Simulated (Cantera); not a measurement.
An isothermal, constant-pressure homogeneous reactor starts with 0.823 % H2, 99.2 % O2, at 1225 K and 0.0133 bar.

Model: GRI-Mech 3.0 (53 species, 325 reactions), integrated in Cantera. Radical loss at walls, strong at low pressure, is not modelled.

One state of this run: x H2 = 2.30e-5; x O2 = 0.986; x H2O2 = 1.42e-8; x H2O = 0.00780; x H = 0.000197; x O = 0.00560; x HO2 = 6.11e-7. x: mole fraction; the columns are a selection and need not sum to one.

**Question.** Which value of t (s) does it belong to?
(A) 0.0741
(B) 22.3
(C) 8.00e-6
(D) 7.13

**Answer.** A, 0.0741
